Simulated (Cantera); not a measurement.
A closed system holds: 1 mol AlN, 53 mol HCl, 7.9 mol H2, 1 mol Cl2, held at 0.330 bar.

These are equilibrium values from Cantera (NASA tables, ideal gas, pure condensed phases), not measurements of a reactor. Candidate condensed phases: Al, AlCl3, AlN, NH4Cl; 20 gas species. The numbers say what is thermodynamically allowed, not how fast it happens.

Question: At 923 K, list the 4 most abundant gas species with their mole fractions, and the condensed phases.

Answer: HCl 0.840, H2 0.136, AlCl3 0.0161, N2 0.00808. Condensed: gas only.
